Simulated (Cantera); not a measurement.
Cantera run:

```python
import numpy as np
import cantera as ct

gas_names = """
    H H2 Ti
""".split()
cond_names = """
    Ti(a) Ti(b) Ti(L)
""".split()


# ... load() reads the species with a 1 bar reference pressure and builds the phases ...
atoms = {
    'Ti': {'Ti': 1},
    'H2': {'H': 2},
}
top_T = {}  # K; cautious upper limits of use, not melting points


# ... equilibrate(T, P, feed) seeds the gas with the atoms and calls Mixture.equilibrate('TP', solver="vcs", rtol=1e-11, max_steps=5000) ...
results = []
feed = {'Ti': 1, 'H2': 2.4}  # mol
P = 12  # Pa
for T in [1325, 1375, 1425, 1475, 1525, 1575, 1625, 1675, 1725]:
    mix = equilibrate(T, P, feed)
    results.append((T, P, feed, dict(zip(mix.species_names, mix.species_moles))))

top = {s: max(r[3][s] / sum(r[3][g] for g in gas_names) for r in results) for s in gas_names}
cols = sorted((s for s in top if top[s] > 1e-05), key=lambda s: -top[s])[:9]
seen = [c for c in cond_names if any(r[3].get(c, 0) > 1e-12 for r in results)]
print("log10 of partial pressures in bar; condensed amounts in mol")
print(f"{'T/K':>10s}" + "".join(f"{s[:9]:>10s}" for s in cols + seen))
for T, P, feed, n in results:
    ng = sum(n[g] for g in gas_names)
    print(f"{T:10.4g}" + "".join(f"{np.log10(max(n[s] / ng * P / 1e5, 1e-99)):10.3f}" for s in cols)
          + "".join(f"{n.get(c, 0):10.4g}" for c in seen))
```

It prints:

```
log10 of partial pressures in bar; condensed amounts in mol
       T/K        H2         H        Ti     Ti(b)
      1325    -3.921    -7.747   -11.086         1
      1375    -3.921    -7.426   -10.425         1
      1425    -3.921    -7.127    -9.811         1
      1475    -3.921    -6.848    -9.239         1
      1525    -3.922    -6.587    -8.706         1
      1575    -3.922    -6.343    -8.206    0.9999
      1625    -3.924    -6.113    -7.739    0.9996
      1675    -3.926    -5.898    -7.299     0.999
      1725    -3.929    -5.695    -6.886    0.9974
```

Method: chemical equilibrium by Gibbs-energy minimisation in Cantera with the NASA 1993 tables (ideal gas, pure condensed phases).
